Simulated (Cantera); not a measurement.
A perfectly stirred reactor is fed with CH4 : H2 : O2 : N2 = 1 : 0.31 : 2.69 : 11 (molar parts), equivalence ratio 0.80, at 0.967 atm; it is adiabatic with a 823 K inlet, and is followed from long to short residence time, starting on the burning branch (τ in s: 0.16, 0.055, 0.019, 0.0065, 0.0022, 0.00077, 0.00027, 9.2e-05, 3.2e-05).

Cantera simulation using GRI-Mech 3.0 (53 species, 325 reactions); the numbers are that mechanism's predictions, not measurements.

### Question
Predict: blow-out, bracketed by the residence times tried; x(CH4) at τ = 0.160 s; x(H2) at τ = 0.160 s; x(O2) at τ = 0.160 s; x(CH3) at τ = 0.160 s; x(CH4) at τ = 2.20 ms; x(H2) at τ = 2.20 ms; x(O2) at τ = 2.20 ms; x(C2H2) at τ = 2.20 ms; x(CH3) at τ = 2.20 ms.

### Answer
blow-out, bracketed by the residence times tried: burning at 32.0 µs, the shortest tried
x(CH4) at τ = 0.160 s: 1.00e-6
x(H2) at τ = 0.160 s: 0.00165
x(O2) at τ = 0.160 s: 0.0350
x(CH3) at τ = 0.160 s: 4.60e-7
x(CH4) at τ = 2.20 ms: 3.50e-5
x(H2) at τ = 2.20 ms: 0.00465
x(O2) at τ = 2.20 ms: 0.0399
x(C2H2) at τ = 2.20 ms: 3.91e-9
x(CH3) at τ = 2.20 ms: 1.35e-5
